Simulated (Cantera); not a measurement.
Cantera run:

```python
import numpy as np
import cantera as ct

gas_names = """
    F F2 H HF H2 H2F2 H3F3 H4F4 H5F5 H6F6 H7F7 N NF NF2 NF3 NH NH2 NH3 N2 N2H2 N2H4 Si SiF SiF2 SiF3
    SiF4 SiH SiHF3 SiH2 SiH2F2 SiH3 SiH3F SiH4 SiN Si2 Si2N Si3
""".split()
cond_names = """
    Si(cr) Si(L) Si3N4(a)
""".split()


def load(file, names, dense=False):
    # The tables refer to 1 bar. Condensed volumes are neglected.
    table = {s.name: s for s in ct.Species.list_from_file(file)}
    out = []
    for n in names:
        d = dict(table[n].input_data)
        d["thermo"] = dict(d["thermo"], **{"reference-pressure": 1e5})
        if dense:
            d["equation-of-state"] = {"model": "constant-volume", "density": "1e6 g/cm^3"}
        out.append(ct.Species.from_dict(d))
    return out


gas = ct.Solution(thermo="ideal-gas", species=load("nasa_gas.yaml", gas_names))
cond = {s.name: ct.Solution(thermo="fixed-stoichiometry", species=[s], name=s.name)
        for s in load("nasa_condensed.yaml", cond_names, dense=True)}
atoms = {
    'Si3N4': {'Si': 3, 'N': 4},
    'HF': {'H': 1, 'F': 1},
    'N2': {'N': 2},
}
top_T = {'Si3N4(a)': 2400}  # K; cautious upper limits of use, not melting points


def equilibrate(T, P, feed):
    n = {}
    for name, mol in feed.items():
        for a, k in atoms[name].items():
            n[a] = n.get(a, 0.0) + k * mol
    gas.TPX = T, P, n
    mass = sum(n.values()) * gas.mean_molecular_weight
    gas.equilibrate("TP")
    valid = [c for c in cond.values() if c.min_temp <= T <= top_T.get(c.name, c.max_temp)]
    mix = ct.Mixture([(gas, mass / gas.mean_molecular_weight)] + [(c, 0.0) for c in valid])
    mix.T, mix.P = T, P
    mix.equilibrate("TP", solver="vcs", rtol=1e-11, max_steps=5000)
    return mix


results = []
feed = {'Si3N4': 1, 'HF': 39, 'N2': 73}  # mol
P = 8600  # Pa
for T in [775, 875, 975, 1075, 1175, 1275, 1375, 1475, 1575, 1675, 1775, 1875, 1975, 2075]:
    mix = equilibrate(T, P, feed)
    results.append((T, P, feed, dict(zip(mix.species_names, mix.species_moles))))

top = {s: max(r[3][s] / sum(r[3][g] for g in gas_names) for r in results) for s in gas_names}
cols = sorted((s for s in top if top[s] > 1e-05), key=lambda s: -top[s])[:9]
seen = [c for c in cond_names if any(r[3].get(c, 0) > 1e-12 for r in results)]
print("log10 of partial pressures in bar; condensed amounts in mol")
print(f"{'T/K':>10s}" + "".join(f"{s[:9]:>10s}" for s in cols + seen))
for T, P, feed, n in results:
    ng = sum(n[g] for g in gas_names)
    print(f"{T:10.4g}" + "".join(f"{np.log10(max(n[s] / ng * P / 1e5, 1e-99)):10.3f}" for s in cols)
          + "".join(f"{n.get(c, 0):10.4g}" for c in seen))
```

Result:

```
log10 of partial pressures in bar; condensed amounts in mol
       T/K        N2        HF        H2      SiF4      SiF3         H      SiF2     SiHF3
       775    -1.236    -1.679    -2.333    -2.634   -13.848   -13.170   -24.242   -11.029
       875    -1.236    -1.679    -2.333    -2.634   -11.886   -11.466   -20.570    -9.972
       975    -1.236    -1.679    -2.333    -2.634   -10.331   -10.108   -17.660    -9.135
      1075    -1.236    -1.679    -2.333    -2.634    -9.070    -9.000   -15.300    -8.457
      1175    -1.236    -1.679    -2.333    -2.634    -8.026    -8.078   -13.348    -7.896
      1275    -1.236    -1.679    -2.333    -2.634    -7.149    -7.299   -11.708    -7.424
      1375    -1.236    -1.679    -2.333    -2.634    -6.402    -6.632   -10.312    -7.022
      1475    -1.236    -1.679    -2.333    -2.634    -5.759    -6.053    -9.109    -6.676
      1575    -1.236    -1.679    -2.333    -2.635    -5.200    -5.548    -8.064    -6.375
      1675    -1.236    -1.679    -2.334    -2.638    -4.711    -5.102    -7.149    -6.114
      1775    -1.236    -1.679    -2.336    -2.644    -4.284    -4.707    -6.346    -5.888
      1875    -1.236    -1.677    -2.341    -2.658    -3.915    -4.354    -5.645    -5.699
      1975    -1.237    -1.675    -2.351    -2.687    -3.603    -4.039    -5.040    -5.551
      2075    -1.237    -1.671    -2.368    -2.736    -3.352    -3.758    -4.531    -5.452
```

Method: chemical equilibrium by Gibbs-energy minimisation in Cantera with the NASA 1993 tables (ideal gas, pure condensed phases). The tables' values for SiF3, SiF2 are old estimates; treat these amounts as uncertain.
